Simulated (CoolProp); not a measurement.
Ethylene along the isobar 7.32 MPa: Z from the reference equation and from simpler models built on Tc = 282.4 K, pc = 5.042 MPa, ω = 0.087; each cubic takes its own stable root.

Model: reference Helmholtz-energy equation of state, Smukala 2000, in CoolProp.

| T (K) | phase | reference | van der Waals | Redlich-Kwong | Soave-Redlich-Kwong | Peng-Robinson |
|---|---|---|---|---|---|---|
| 134.9 | liquid | 0.2955 | 0.4500 | 0.3056 | 0.3067 | 0.2730 |
| 155.7 | liquid | 0.2676 | 0.4041 | 0.2764 | 0.2766 | 0.2458 |
| 176.5 | liquid | 0.2476 | 0.3711 | 0.2564 | 0.2559 | 0.2270 |
| 197.2 | liquid | 0.2338 | 0.3477 | 0.2436 | 0.2424 | 0.2148 |
| 218 | liquid | 0.2249 | 0.3319 | 0.2370 | 0.2352 | 0.2083 |
| 238.8 | liquid | 0.2211 | 0.3235 | 0.2372 | 0.2349 | 0.2083 |
| 259.5 | liquid | 0.2244 | 0.3238 | 0.2469 | 0.2447 | 0.2178 |
| 280.3 | liquid | 0.2431 | 0.3384 | 0.2772 | 0.2767 | 0.2490 |
| 301.1 | supercritical | 0.3690 | 0.3933 | 0.3959 | 0.4126 | 0.3850 |
| 321.9 | supercritical | 0.5955 | 0.5510 | 0.5926 | 0.6134 | 0.5805 |
| 342.6 | supercritical | 0.7032 | 0.6643 | 0.6967 | 0.7177 | 0.6845 |
| 363.4 | supercritical | 0.7714 | 0.7340 | 0.7633 | 0.7851 | 0.7529 |
| 384.2 | supercritical | 0.8194 | 0.7828 | 0.8105 | 0.8330 | 0.8021 |
| 405 | supercritical | 0.8553 | 0.8193 | 0.8459 | 0.8689 | 0.8394 |
| 425.7 | supercritical | 0.8829 | 0.8476 | 0.8732 | 0.8966 | 0.8685 |
| 446.5 | supercritical | 0.9050 | 0.8705 | 0.8950 | 0.9187 | 0.8920 |
